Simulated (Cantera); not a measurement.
Charge: 1 mol Si, 0.44 mol O2, 6.6 mol H2, equilibrated at 101000 Pa.

Cantera equilibrium calculation (NASA polynomials, part measured and part estimated; ideal gas, pure solids and liquids). Candidate condensed phases: H2O, Si, SiO2; 18 gas species. Each liquid is taken as pure. Mutual solubility and eutectic melting of coexisting phases are not modelled. The tables hold silica as quartz up to 1696 K and as liquid above; real silica turns to tridymite and cristobalite and melts near 1996 K. Gases not in the tables: Si2H6 and higher silanes. Rates play no part. All values below are at 1850 K.

Base state: H2 0.927, SiO 0.0723, H 0.000515, H2O 7.16e-5, SiH2 3.91e-5 (mole fractions); condensed: Si(l) + SiO2(condensed).

What changes in the equilibrium state with this change: O2 from 0.44 to 0.055 mol?


```
species                 before     after
--------------------  --------  --------
H2                       0.927     0.983
SiO                     0.0723    0.0164
H                     0.000515  0.000531
H2O                    7.16e-5   1.72e-5
SiH2                   3.91e-5   4.14e-5
Si(l), mol               0.303     0.890
SiO2(condensed), mol     0.183         0
```
